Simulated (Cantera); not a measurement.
What does this Cantera script print?

```python
import numpy as np
import cantera as ct

gas = ct.Solution("gri30.yaml")
gas.TPX = 1525, 13000, {'C2H4': 1, 'H2': 8.4}
inlet = ct.Reservoir(gas, clone=True)

reactor = ct.IdealGasConstPressureReactor(gas, energy="off", clone=False)
exhaust = ct.Reservoir(gas, clone=True)
tau = [26, 10, 3.9, 1.5, 0.57, 0.22, 0.084, 0.032, 0.012, 0.0047, 0.0018][0]
for a, b in ((inlet, reactor), (reactor, exhaust)):
    ct.MassFlowController(a, b, mdot=lambda t: reactor.mass / tau)
net = ct.ReactorNet([reactor])
show = ['C2H4', 'H2', 'C2H', 'CH3', 'H', 'CH4', 'C2H6']

rows = []
print(f"{'tau/s':>10s}{'T/K':>9s}" + "".join(f"{s:>11s}" for s in show))
for tau in [26, 10, 3.9, 1.5, 0.57, 0.22, 0.084, 0.032, 0.012, 0.0047, 0.0018]:
    net.initial_time = 0.0
    net.advance(30 * tau)
    before = gas.X
    net.advance(40 * tau)
    drift = np.max(np.abs(gas.X - before) / (gas.X + 1e-9))
    rows.append([gas.T, *gas[show].X, drift])
    print(f"{tau:10.3e}{gas.T:9.1f}" + "".join(f"{x:11.3e}" for x in gas[show].X))
```

Output:

```
     tau/s      T/K       C2H4         H2        C2H        CH3          H        CH4       C2H6
 2.600e+01   1525.0  2.296e-03  8.937e-01  1.366e-08  2.377e-05  6.372e-05  1.646e-02  1.561e-06
 1.000e+01   1525.0  2.439e-03  8.964e-01  1.417e-08  1.774e-05  6.508e-05  1.206e-02  1.383e-06
 3.900e+00   1525.0  2.733e-03  8.993e-01  1.464e-08  1.052e-05  6.614e-05  7.055e-03  1.323e-06
 1.500e+00   1525.0  3.424e-03  9.013e-01  1.437e-08  5.227e-06  6.452e-05  3.592e-03  1.539e-06
 5.700e-01   1525.0  5.359e-03  9.021e-01  1.280e-08  2.569e-06  5.823e-05  1.944e-03  2.281e-06
 2.200e-01   1525.0  1.082e-02  9.020e-01  1.023e-08  1.447e-06  4.903e-05  1.271e-03  4.254e-06
 8.400e-02   1525.0  2.424e-02  9.009e-01  7.412e-09  9.370e-07  4.126e-05  9.143e-04  8.685e-06
 3.200e-02   1525.0  4.785e-02  8.989e-01  4.637e-09  6.357e-07  3.613e-05  5.947e-04  1.556e-05
 1.200e-02   1525.0  7.516e-02  8.964e-01  2.129e-09  3.974e-07  3.103e-05  2.879e-04  2.087e-05
 4.700e-03   1525.0  9.427e-02  8.947e-01  5.954e-10  2.030e-07  2.232e-05  9.061e-05  1.781e-05
 1.800e-03   1525.0  1.038e-01  8.939e-01  3.691e-11  3.780e-08  6.525e-06  8.081e-06  4.716e-06
```

Detailed kinetics in Cantera: GRI-Mech 3.0 (53 species, 325 reactions). GRI-Mech 3.0 was tuned for natural gas; its chemistry of ethylene as a main component is partial and can be far from experiment. GRI-Mech 3.0 stops at C3 and has no aromatics, soot or wall deposition, so with more carbon than oxygen in the feed, carbon stays in small species such as C2H2 where larger ones or solid carbon would form.
